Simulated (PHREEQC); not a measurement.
Dissolve 0.0082 mol Cu(NO3)2, 3.6e-05 mol H2SO4 and 0.0074 mol NaCl per kg of water at 25 °C. Closed to the air; pH follows from the charge balance.

All values are PHREEQC results (ion-association model, phreeqc.dat), not measurements.

```json
[
 {"quantity": "pH", "before": "4.19", "after": "5.07"},
 {"quantity": "SO4-2 (mol/kgw)", "before": "2.43e-5", "after": "3.25e-6"},
 {"quantity": "NaSO4- (mol/kgw)", "before": "4.67e-7", "after": "9.45e-9"},
 {"quantity": "HSO4- (mol/kgw)", "before": "9.32e-8", "after": "2.25e-9"},
 {"quantity": "SI of Halite (NaCl)", "before": "-5.98", "after": "-7.89"}
]
```

**Question.** Which change was made?
(A) temperature from 25 to 50 °C
(B) Cu(NO3)2 left out
(C) diluted 10-fold with water
(D) 0.00017 mol/kgw HNO3 added
(E) 0.00033 mol/kgw Na2SO4 added

**Answer.** C, diluted 10-fold with water

Precipitation was switched off in this run.
